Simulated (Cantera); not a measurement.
Input (Python, Cantera) and output of one run.

```python
import numpy as np
import cantera as ct

gas_names = """
    NH3 BF3 HF
""".split()
cond_names = """
    BN(s)
""".split()


# ... load() reads the species with a 1 bar reference pressure and builds the phases ...
species = {s.name: s for s in load("nasa_gas.yaml", gas_names) + load("nasa_condensed.yaml", cond_names)}
# Each term lists the table entries of one substance; the one whose range holds T is used.
reactions = {
    'NH3(g) + BF3(g) = 3 HF(g) + BN':
        [(-1, ['NH3']), (-1, ['BF3']), (3, ['HF']), (1, ['BN(s)'])],
}


def pick(names, T):
    return next(species[n] for n in names if species[n].thermo.min_temp <= T <= species[n].thermo.max_temp)


results = []
for label, terms in reactions.items():
    print(label)
    print("     T/K   dH/kJ  dS/(J/K)   dG/kJ   log10 K")
    for T in [1573, 1773, 1973, 2173, 2373, 2573]:
        used = [(nu, pick(names, T)) for nu, names in terms]
        dH = sum(nu * s.thermo.h(T) for nu, s in used) / 1e6
        dS = sum(nu * s.thermo.s(T) for nu, s in used) / 1e3
        dG = dH - T * dS / 1e3
        logK = -dG * 1e6 / (ct.gas_constant * T * np.log(10))
        results.append((label, T, dH, dS, dG, logK, [s.name for _, s in used]))
        print(f"{T:8g} {dH:8.1f} {dS:8.1f} {dG:8.1f} {logK:8.2f}")
```

Result:

```
NH3(g) + BF3(g) = 3 HF(g) + BN
     T/K   dH/kJ  dS/(J/K)   dG/kJ   log10 K
    1573    120.7    104.2    -43.1     1.43
    1773    120.6    104.1    -63.9     1.88
    1973    120.3    103.9    -84.7     2.24
    2173    119.9    103.7   -105.5     2.54
    2373    119.4    103.5   -126.2     2.78
    2573    118.8    103.3   -146.9     2.98
```

Standard-state values (1 bar) from the NASA 1993 polynomials, evaluated with Cantera. Condensed species are held in their standard states even where they would react or evaporate.
